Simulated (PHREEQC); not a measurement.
Make-up at 55 °C: 0.25 mol NaHCO3 and 0.00026 mol Na2B4O7 per kg of water. Closed to the air; pH follows from the charge balance.

Model: ion-association model, phreeqc.dat, run in PHREEQC.

This is a speciation only: nothing precipitates in the calculation.

Task: What pH, density, ionic strength does the model give?

Result: pH 7.57; density 1.000 g/cm³; ionic strength 0.233 mol/kgw.

Task: In which forms is B present?

Result: H3BO3 95 %, H2BO3- 4.8 % of the B.

Complexes and solids missing from the database can't appear. Away from 25 °C the constants follow the database's enthalpies or fits; those with neither stay at their 25 °C values.
